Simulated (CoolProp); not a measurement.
A simple Rankine cycle with R1336mzz(Z): condensing at 292.15 K, boiler at 1.27 MPa, turbine inlet 415.1 K, turbine efficiency 0.7, pump efficiency 0.8, no recuperator. Each further row changes one setting.

The numbers come from the reference Helmholtz-energy equation of state, McLinden 2020 in CoolProp.

| case | thermal efficiency (%) | net work (kJ/kg) | heat in (kJ/kg) | turbine exit temperature (K) | volume ratio over the turbine |
|---|---|---|---|---|---|
| as stated | 13.6 | 36.3 | 268 | 358.7 | 24.7 |
| turbine inlet 435.1 K | 13.4 | 39.2 | 292 | 380.5 | 23.5 |
| condensing temperature 284.15 K | 14.5 | 40.3 | 277 | 354.2 | 34.4 |
| boiler pressure 0.889 MPa | 12.3 | 33.9 | 275 | 368.8 | 16.0 |
| turbine efficiency 0.6 | 11.6 | 31.0 | 268 | 364.2 | 25.1 |
